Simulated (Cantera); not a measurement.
**Ignition delay**

Mixture: CH4 : O2 : N2 = 1 : 1.33 : 5.01 (molar parts), at 1.90 bar, adiabatic and at constant pressure. Ignition delay is the time to a rise of 400 K.

Model: GRI-Mech 3.0 (53 species, 325 reactions), integrated in Cantera.

```csv
T0 (K),delay (ms)
1300,8.67
1375,3.48
1450,1.48
1525,0.668
1600,0.323
1675,0.169
1750,0.0947
1825,0.0568
```

The apparent activation energy between 1675 and 1825 K comes out as 180 kJ/mol.
